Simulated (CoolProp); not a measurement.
Vapour-liquid equilibrium of n-butane (1) + cyclohexane (2) at 1.39 bar; x and y are mole fractions of (1).

Computed with CoolProp (multi-fluid Helmholtz-energy mixture model, Bücker 2006 and Zhou 2014; pair parameters Bell 2016).

| x | bubble temperature (°C) | y at the bubble point | dew temperature at overall composition x (°C) | liquid density (mol/L) |
|---|---|---|---|---|
| 0.05 | 82.1 | 0.269 | 90.0 | 8.568 |
| 0.15 | 64.9 | 0.615 | 86.6 | 8.855 |
| 0.25 | 50.9 | 0.793 | 82.9 | 9.107 |
| 0.35 | 40.0 | 0.883 | 78.7 | 9.323 |
| 0.45 | 31.6 | 0.931 | 74.1 | 9.509 |
| 0.55 | 25.2 | 0.957 | 68.8 | 9.669 |
| 0.65 | 20.1 | 0.974 | 62.6 | 9.809 |
| 0.75 | 16.0 | 0.984 | 54.9 | 9.932 |
| 0.85 | 12.6 | 0.992 | 44.5 | 10.04 |
| 0.95 | 9.6 | 0.997 | 27.1 | 10.14 |

No azeotrope shows between x = 0.05 and 0.95.

Pair parameters are fitted to limited data, so mixtures are less certain than the pure fluids.
